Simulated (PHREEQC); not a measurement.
Synthetic water in mg/L, 25 °C, pH 1.96, pe 8.2: Na 140; K 181; Ca 58.5; Mg 24.2; Cl 53; S(6) as SO4 1730; Br 0.19.

Na is adjusted to close the charge balance.
Valence states are taken as typed.

Computed with PHREEQC (ion-association model, wateq4f.dat).

No solid was allowed to form.

### Question
Order these Ca species by the share of Ca that they hold, largest first: CaHSO4+, CaSO4, Ca+2.

### Answer
Ca+2 (65 %), CaSO4 (32 %), CaHSO4+ (2.5 %)

The pH is 1.96 and the ionic strength 0.0409 mol/kgw.
